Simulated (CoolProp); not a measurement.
A single-stage vapour-compression cycle with dimethyl carbonate: evaporating at 320.15 K (dew point), condensing at 368.15 K (bubble point), superheat 0 K, subcooling 8 K, compressor efficiency 0.65, no pressure losses. Each further row changes one setting.

Model: reference Helmholtz-energy equation of state, Zhou 2011, in CoolProp.

| case | cooling COP | pressure ratio | discharge temperature (K) | refrigerating effect (kJ/kg) | volumetric capacity (kJ/m³) |
|---|---|---|---|---|---|
| as stated | [?] | 5.77 | 385.2 | 328 | 229 |
| evaporating temperature 325.15 K | [?] | [?] | 382.7 | 334 | 285 |
| condensing temperature 363.15 K | 4.47 | 4.93 | 379.4 | 338 | 236 |
| subcooling 13 K | [?] | 5.77 | 385.2 | 338 | 236 |
| superheat 10 K | 3.96 | 5.77 | 395.8 | 341 | 231 |
| compressor efficiency 0.55 | 3.33 | 5.77 | 395.8 | 328 | 229 |

Problem. Some entries are withheld; supply them.

Solution. 
- as stated, cooling COP: 3.93
- evaporating temperature 325.15 K, cooling COP: 4.53
- evaporating temperature 325.15 K, pressure ratio: 4.67
- subcooling 13 K, cooling COP: 4.05
